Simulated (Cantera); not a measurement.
Feed: 1 mol C, 1 mol NH₃, 0.39 mol H₂, 0.39 mol O₂, held at 0.0100 bar.

Cantera equilibrium calculation (NASA polynomials, part measured and part estimated; ideal gas, pure solids and liquids). Candidate condensed phases: C, C₆H₆, C₇H₈, C₈H₁₈, H₂O; 136 gas species. Rates play no part.

x: gas mole fraction; n: condensed amount in mol.

```tsv
T (°C)	x H₂	x H	x CO	x N₂	x HCN	x C₂H₂ (acetylene)	n C(graphite)
1700	0.585	0.0103	0.245	0.155	0.00399	0.000375	0.204
1800	0.576	0.0200	0.244	0.153	0.00578	0.000707	0.196
1900	0.562	0.0362	0.242	0.151	0.00802	0.00124	0.184
2000	0.539	0.0617	0.238	0.147	0.0107	0.00203	0.168
2100	0.506	0.0994	0.234	0.142	0.0136	0.00311	0.148
2200	0.461	0.151	0.227	0.136	0.0166	0.00445	0.124
2300	…	…	0.219	0.129	…	…	…
2400	…	…	0.209	0.121	0.0214	…	…
2500	0.266	0.383	0.198	0.112	0.0225	0.00802	0
2600	0.200	0.470	0.186	0.107	0.0182	0.00519	0
2700	0.141	0.546	0.176	0.102	0.0136	0.00285	0
```

Problem. Complete the blanks.

Solution. 
- 2400, x H₂: 0.338
- 2400, x H: 0.298
- 2400, x C₂H₂ (acetylene): 0.00722
- 2400, n C(graphite): 0.0557
- 2300, x H₂: 0.404
- 2300, x H: 0.218
- 2300, x HCN: 0.0193
- 2300, x C₂H₂ (acetylene): 0.00590
- 2300, n C(graphite): 0.0936
